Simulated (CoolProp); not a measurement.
Properties of ammonia along the isotherm 226.3 K (Tc = 405.6 K, pc = 11.36 MPa, ω = 0.256).

Computed with CoolProp (reference Helmholtz-energy equation of state, Gao 2020).

```json
[
 {"p (MPa)": "1.31", "phase": "liquid", "density (kg/m³)": "698.6", "cp (kJ/(kg K))": "[?]", "speed of sound (m/s)": "1825", "Joule-Thomson coefficient (K/MPa)": "-0.1997"},
 {"p (MPa)": "2.62", "phase": "liquid", "density (kg/m³)": "699.2", "cp (kJ/(kg K))": "[?]", "speed of sound (m/s)": "1830", "Joule-Thomson coefficient (K/MPa)": "-0.2003"},
 {"p (MPa)": "3.93", "phase": "liquid", "density (kg/m³)": "[?]", "cp (kJ/(kg K))": "4.402", "speed of sound (m/s)": "1835", "Joule-Thomson coefficient (K/MPa)": "-0.2010"},
 {"p (MPa)": "5.24", "phase": "liquid", "density (kg/m³)": "700.3", "cp (kJ/(kg K))": "4.399", "speed of sound (m/s)": "1840", "Joule-Thomson coefficient (K/MPa)": "-0.2016"},
 {"p (MPa)": "6.56", "phase": "liquid", "density (kg/m³)": "700.9", "cp (kJ/(kg K))": "4.395", "speed of sound (m/s)": "1845", "Joule-Thomson coefficient (K/MPa)": "-0.2021"},
 {"p (MPa)": "7.87", "phase": "liquid", "density (kg/m³)": "701.5", "cp (kJ/(kg K))": "4.391", "speed of sound (m/s)": "1850", "Joule-Thomson coefficient (K/MPa)": "-0.2027"},
 {"p (MPa)": "9.18", "phase": "liquid", "density (kg/m³)": "702.0", "cp (kJ/(kg K))": "4.388", "speed of sound (m/s)": "1855", "Joule-Thomson coefficient (K/MPa)": "-0.2033"},
 {"p (MPa)": "10.5", "phase": "liquid", "density (kg/m³)": "702.6", "cp (kJ/(kg K))": "4.384", "speed of sound (m/s)": "1860", "Joule-Thomson coefficient (K/MPa)": "-0.2038"},
 {"p (MPa)": "11.8", "phase": "liquid", "density (kg/m³)": "703.2", "cp (kJ/(kg K))": "4.381", "speed of sound (m/s)": "1865", "Joule-Thomson coefficient (K/MPa)": "-0.2044"},
 {"p (MPa)": "13.1", "phase": "liquid", "density (kg/m³)": "703.7", "cp (kJ/(kg K))": "4.377", "speed of sound (m/s)": "1870", "Joule-Thomson coefficient (K/MPa)": "-0.2049"},
 {"p (MPa)": "14.4", "phase": "liquid", "density (kg/m³)": "[?]", "cp (kJ/(kg K))": "[?]", "speed of sound (m/s)": "1874", "Joule-Thomson coefficient (K/MPa)": "-0.2054"},
 {"p (MPa)": "15.7", "phase": "liquid", "density (kg/m³)": "704.8", "cp (kJ/(kg K))": "4.371", "speed of sound (m/s)": "[?]", "Joule-Thomson coefficient (K/MPa)": "-0.2059"},
 {"p (MPa)": "17", "phase": "liquid", "density (kg/m³)": "705.3", "cp (kJ/(kg K))": "4.367", "speed of sound (m/s)": "[?]", "Joule-Thomson coefficient (K/MPa)": "-0.2064"}
]
```

**Question.** Some entries are withheld; supply them.

**Answer.** 
- 1.31, cp (kJ/(kg K)): 4.410
- 2.62, cp (kJ/(kg K)): 4.406
- 3.93, density (kg/m³): 699.7
- 14.4, density (kg/m³): 704.3
- 14.4, cp (kJ/(kg K)): 4.374
- 15.7, speed of sound (m/s): 1879
- 17, speed of sound (m/s): 1884
